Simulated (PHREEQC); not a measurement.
Synthetic water in mg/L, 20 °C, pH 6.79, pe 9.4:

```
constituent                 mg/L
-----------------------  -------
Na                          1.88
K                         0.0544
Ca                          1.63
Mg                          2.77
Cl                          2.98
S(6) as SO4                 5.12
Alkalinity as HCO3          13.1
O(0) (dissolved oxygen)  0.00139
Sr                         0.243
N(5) as NO3              0.00358
```

Valence states are taken as typed.

Model: ion-association model, wateq4f.dat, run in PHREEQC.

Precipitation was switched off in this run.

Q: Estimate the charge-balance error.

A: charge-balance error -0.9 %.

Q: In which forms is C present?

A: HCO3- 72 %, CO2 28 % of the C.
